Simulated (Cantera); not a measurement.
An isothermal, constant-pressure homogeneous reactor starts with 1.72 % C2H6, 98.3 % N2, at 1350 K and 0.518 Torr.

Computed with Cantera and GRI-Mech 3.0 (53 species, 325 reactions). GRI-Mech 3.0 stops at C3 and has no aromatics, soot or wall deposition, so with more carbon than oxygen in the feed, carbon stays in small species such as C2H2 where larger ones or solid carbon would form. Radical loss at walls, strong at low pressure, is not modelled.

Question: Predict: x(C2H6) at 10.0 s; x(CH3) at 10.0 s; x(CH4) at 10.0 s; x(C2H4) at 10.0 s; x(H2) at 10.0 s; x(CH2) at 10.0 s.

Answer: 
```json
{
 "x(C2H6) at 10.0 s": "9.44e-7 (gas-phase equilibrium <1e-12)",
 "x(CH3) at 10.0 s": "6.52e-5 (gas-phase equilibrium 1.32e-8)",
 "x(CH4) at 10.0 s": "0.00447 (gas-phase equilibrium 1.33e-6)",
 "x(C2H4) at 10.0 s": "0.00101 (gas-phase equilibrium 1.32e-7)",
 "x(H2) at 10.0 s": "0.0257 (gas-phase equilibrium 0.0333)",
 "x(CH2) at 10.0 s": "2.93e-8 (gas-phase equilibrium 4.41e-12)"
}
```
